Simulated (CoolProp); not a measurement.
The fluid at 350.22 K and 7.47 MPa flows at 18 m/s in a round tube of 4.6 mm bore and 45 µm roughness, fully developed (64/Re and Nu = 3.66 if laminar; Colebrook and Gnielinski if turbulent). The same conditions are run with several fluids, on thermodynamics alone (safety and materials aside).

Model: reference Helmholtz-energy equation of state of each fluid (R125: Lemmon 2005; CF4 (R14): Platzer 1990; normal hydrogen: Leachman 2009; C3F8 (R218): Lemmon 2006; R410A: Lemmon 2003), in CoolProp. The equations of Platzer and Polt are older, rougher fits. Blends and air are pseudo-pure fits.

```csv
fluid,Reynolds number,Darcy friction factor,pressure drop (Pa/m),heat-transfer coefficient (W/(m² K)),mass flow (kg/h)
R125,979000,0.0377,1250000,71700,1020
CF4 (R14),___,0.0377,___,20300,___
normal hydrogen,___,0.0391,6840,7820,___
C3F8 (R218),863000,0.0377,___,57800,1230
R410A,977000,0.0377,1040000,89600,845
```

Some entries are withheld; supply them.


- CF4 (R14), Reynolds number: 854000
- CF4 (R14), pressure drop (Pa/m): 340000
- CF4 (R14), mass flow (kg/h): 276
- normal hydrogen, Reynolds number: 41200
- normal hydrogen, mass flow (kg/h): 5.36
- C3F8 (R218), pressure drop (Pa/m): 1520000

Transport values come from each fluid's own correlations; those of CF4 (R14), C3F8 (R218) are estimates that may be off by 10 % or more.
